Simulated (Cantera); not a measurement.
A perfectly stirred reactor is fed with CH4 : O2 : N2 = 1 : 4.26 : 16 (molar parts), equivalence ratio 0.47, at 9.87 atm; it is adiabatic with a 550 K inlet, and is followed from long to short residence time, starting on the burning branch (τ in s: 0.19, 0.064, 0.021, 0.0071, 0.0024, 0.00079, 0.00026, 8.8e-05, 2.9e-05).

Model: GRI-Mech 3.0 (53 species, 325 reactions), integrated in Cantera.

What does this change do: inlet temperature 550 to 500 K?


```tsv
quantity	before	after
blow-out, bracketed by the residence times tried	burning at 2.40 ms, out at 0.790 ms	burning at 2.40 ms, out at 0.790 ms
x(CH4) at τ = 0.190 s	6.14e-6	8.27e-6
x(O2) at τ = 0.190 s	0.106	0.106
x(HCN) at τ = 0.190 s	9.12e-10	7.10e-10
x(CH2) at τ = 0.190 s	1.31e-9	1.27e-9
x(CH2O) at τ = 0.190 s	5.64e-7	7.39e-7
x(CH4) at τ = 2.40 ms	0.000231	0.000439
x(O2) at τ = 2.40 ms	0.108	0.109
x(HCN) at τ = 2.40 ms	5.11e-9	3.61e-9
x(CH2) at τ = 2.40 ms	7.74e-8	5.63e-8
x(CH2O) at τ = 2.40 ms	2.42e-5	4.80e-5
```
